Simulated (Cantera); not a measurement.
What does this Cantera script print?

```python
import numpy as np
import cantera as ct

gas = ct.Solution("gri30.yaml")
gas.TPX = 850, 13332, {'CO': 0.0011, 'O2': 0.041, 'H2O': 0.0076, 'N2': 3.6}
reactor = ct.IdealGasConstPressureReactor(gas, energy="off", clone=False)
net = ct.ReactorNet([reactor])
net.rtol, net.atol = 1e-08, 1e-18
show = ['CO', 'O2', 'H2O', 'NO2', 'H2O2']
times = np.geomspace(2e-06, 200, 14)

steps = ct.SolutionArray(gas, extra=["t"])
rows = []
print(f"{'t/s':>10s}{'T/K':>9s}{'P/Pa':>11s}" + "".join(f"{s:>11s}" for s in show))
for t in times:
    while net.time < t:
        t_next = net.step()
        steps.append(gas.state, t=t_next)
    rows.append([np.interp(t, steps.t, y) for y in (steps.T, steps.P, *steps(*show).X.T)])
    print(f"{t:10.3e}{rows[-1][0]:9.1f}{rows[-1][1]:11.4g}" + "".join(f"{x:11.3e}" for x in rows[-1][2:]))
rate = np.gradient(steps.T, steps.t)
print("integrator steps:", len(steps.t))
if steps.T.max() > steps.T[0] + 200:
    print(f"time of steepest temperature rise: {steps.t[rate.argmax()]:.4e} s")
gas.TPX = 850, 13332, {'CO': 0.0011, 'O2': 0.041, 'H2O': 0.0076, 'N2': 3.6}
gas.equilibrate("TP")
print(f"equilibrium (TP): T = {gas.T:.1f} K  " + "  ".join(f"{s} {gas[s].X[0]:.3e}" for s in show))
```

It prints:

```
       t/s      T/K       P/Pa         CO         O2        H2O        NO2       H2O2
 2.000e-06    850.0  1.333e+04  3.014e-04  1.123e-02  2.082e-03  2.882e-46  8.544e-30
 8.249e-06    850.0  1.333e+04  3.014e-04  1.123e-02  2.082e-03  1.189e-45  3.525e-29
 3.403e-05    850.0  1.333e+04  3.014e-04  1.123e-02  2.082e-03  2.152e-43  8.587e-28
 1.403e-04    850.0  1.333e+04  3.014e-04  1.123e-02  2.082e-03  6.927e-42  8.344e-27
 5.789e-04    850.0  1.333e+04  3.014e-04  1.123e-02  2.082e-03  2.497e-40  1.057e-25
 2.388e-03    850.0  1.333e+04  3.014e-04  1.123e-02  2.082e-03  9.406e-39  1.502e-24
 9.848e-03    850.0  1.333e+04  3.014e-04  1.123e-02  2.082e-03  5.866e-37  4.387e-23
 4.062e-02    850.0  1.333e+04  3.014e-04  1.123e-02  2.082e-03  9.014e-35  6.686e-21
 1.675e-01    850.0  1.333e+04  3.014e-04  1.123e-02  2.082e-03  1.136e-31  1.025e-18
 6.910e-01    850.0  1.333e+04  3.014e-04  1.123e-02  2.082e-03  3.250e-28  1.374e-16
 2.850e+00    850.0  1.333e+04  3.014e-04  1.123e-02  2.082e-03  1.433e-22  1.296e-12
 1.176e+01    850.0  1.333e+04  2.704e-04  1.122e-02  2.082e-03  4.939e-14  6.031e-08
 4.849e+01    850.0  1.333e+04  1.477e-04  1.116e-02  2.082e-03  9.510e-13  4.680e-08
 2.000e+02    850.0  1.333e+04  3.141e-05  1.110e-02  2.083e-03  6.279e-12  1.192e-08
integrator steps: 574
equilibrium (TP): T = 850.0 K  CO 1.186e-15  O2 1.108e-02  H2O 2.083e-03  NO2 1.792e-08  H2O2 2.368e-14
```

Cantera simulation using GRI-Mech 3.0 (53 species, 325 reactions); the numbers are that mechanism's predictions, not measurements.
